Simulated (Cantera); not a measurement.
# Ignition delay

Mixture: CH4 : CO : O2 : N2 = 1 : 0.045 : 3.97 : 14.9 (molar parts), equivalence ratio 0.51, at 10.0 bar, adiabatic and at constant pressure. Ignition delay is the time to a rise of 400 K.

Computed with Cantera and GRI-Mech 3.0 (53 species, 325 reactions).

```json
[
 {"T0 (K)": "1173", "delay (ms)": "5.23"},
 {"T0 (K)": "1273", "delay (ms)": "1.52"},
 {"T0 (K)": "1373", "delay (ms)": "0.507"},
 {"T0 (K)": "1473", "delay (ms)": "0.189"},
 {"T0 (K)": "1573", "delay (ms)": "0.0783"},
 {"T0 (K)": "1673", "delay (ms)": "0.0357"},
 {"T0 (K)": "1773", "delay (ms)": "0.0178"}
]
```

| Quantity | Value |
|---|---|
| apparent activation energy between 1573 and 1773 K | 170 kJ/mol |
